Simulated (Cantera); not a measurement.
An isothermal, constant-pressure homogeneous reactor starts with C2H6 : N2 = 1 : 20 (molar parts), at 1648 K and 0.0263 atm. Integrator tolerance rtol = 1e-08.

Model: GRI-Mech 3.0 (53 species, 325 reactions), integrated in Cantera. GRI-Mech 3.0 stops at C3 and has no aromatics, soot or wall deposition, so with more carbon than oxygen in the feed, carbon stays in small species such as C2H2 where larger ones or solid carbon would form. Radical loss at walls, strong at low pressure, is not modelled.

What does this change do: N2 20 to 45 parts?


```
quantity                                              before                                      after
-----------------  -----------------------------------------  -----------------------------------------
x(C2H6) at 10.0 s   5.11e-9 (gas-phase equilibrium 1.66e-11)   2.32e-9 (gas-phase equilibrium 1.11e-12)
x(H) at 10.0 s     0.000158 (gas-phase equilibrium 0.000162)  0.000108 (gas-phase equilibrium 0.000112)
x(CH4) at 10.0 s    0.000350 (gas-phase equilibrium 1.58e-5)   0.000160 (gas-phase equilibrium 2.83e-6)
x(CH3) at 10.0 s     1.30e-5 (gas-phase equilibrium 5.99e-7)    8.42e-6 (gas-phase equilibrium 1.55e-7)
x(CH2) at 10.0 s     2.32e-8 (gas-phase equilibrium 1.10e-9)   2.14e-8 (gas-phase equilibrium 4.09e-10)
x(C2H4) at 10.0 s    7.49e-6 (gas-phase equilibrium 2.32e-6)    1.78e-6 (gas-phase equilibrium 3.24e-7)
x(HCN) at 10.0 s      1.31e-5 (gas-phase equilibrium 0.0596)     2.33e-5 (gas-phase equilibrium 0.0337)
```
